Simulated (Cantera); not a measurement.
**Premixed flame**

A freely propagating, adiabatic, planar premixed flame of CH4 : CO : O2 : N2 : H2O = 1 : 0.49 : 1.68 : 6.33 : 0.38 (molar parts), equivalence ratio 1.3, unburnt at 473 K and 0.533 atm; mixture-averaged transport, grid criteria slope 0.08 and curve 0.16, no radiation.

Computed with Cantera and GRI-Mech 3.0 (53 species, 325 reactions). Burning velocities carry a grid error of a few per cent, more on coarse grids.

| z (mm) | T (K) | u (m/s) | x CH4 | x CO | x O2 | x CO2 | x HCO | x H |
|---|---|---|---|---|---|---|---|---|
| -2.07 | 473 | 0.778 | 0.101 | 0.0495 | 0.170 | 9.86e-8 | <1e-8 | <1e-8 |
| -1.38 | 475 | 0.784 | 0.101 | 0.0494 | 0.169 | 3.34e-6 | <1e-8 | <1e-8 |
| -1.04 | 485 | 0.805 | 0.0994 | 0.0493 | 0.168 | 3.12e-5 | <1e-8 | <1e-8 |
| -0.690 | 567 | 0.949 | 0.0938 | 0.0503 | 0.162 | 0.000476 | <1e-8 | 1.19e-6 |
| -0.345 | 1018 | 1.74 | 0.0646 | 0.0624 | 0.126 | 0.00628 | 1.01e-6 | 0.000175 |
| -0.173 | 1417 | 2.45 | 0.0350 | 0.0782 | 0.0857 | 0.0156 | 1.65e-5 | 0.00104 |
| 0 | 1760 | 3.06 | 0.00916 | 0.0930 | 0.0418 | 0.0298 | 4.87e-5 | 0.00415 |
| 0.173 | 1912 | 3.32 | 0.000988 | 0.0927 | 0.0161 | 0.0450 | 2.17e-5 | 0.00835 |
| 0.345 | 1952 | 3.38 | 6.42e-5 | 0.0849 | 0.00674 | 0.0566 | 2.61e-6 | 0.0108 |
| 0.690 | 1977 | 3.40 | 2.83e-7 | 0.0757 | 0.00279 | 0.0676 | 1.41e-7 | 0.0115 |
| 1.38 | 2001 | 3.43 | <1e-8 | 0.0722 | 0.00190 | 0.0719 | 1.07e-7 | 0.0104 |
| 2.76 | 2032 | 3.48 | <1e-8 | 0.0719 | 0.00134 | 0.0724 | 8.62e-8 | 0.00845 |
| 5.52 | 2065 | 3.53 | <1e-8 | 0.0722 | 0.000783 | 0.0725 | 6.24e-8 | 0.00613 |
x: mole fraction of selected species; z is measured from the peak of heat release.

laminar burning velocity: 77.7 cm/s
thermal thickness: 0.690 mm
peak x(HCO): 4.89e-5
peak x(H): 0.0116
grid points: 150
